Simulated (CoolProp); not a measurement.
Model: reference Helmholtz-energy equation of state, Schroeder 2014, in CoolProp.

Give the vapour pressure (MPa), surface tension (mN/m), vapour viscosity (µPa s) of saturated ethanol at 459.1 K.


```json
[
 {"T (K)": "459.1", "p (MPa)": "2.25", "surface tension (mN/m)": "5.94", "vapour viscosity (µPa s)": "13.9"}
]
```

Viscosity comes from a separate model (Kiselev 2005). Surface tension comes from a separate correlation (Mulero 2012).
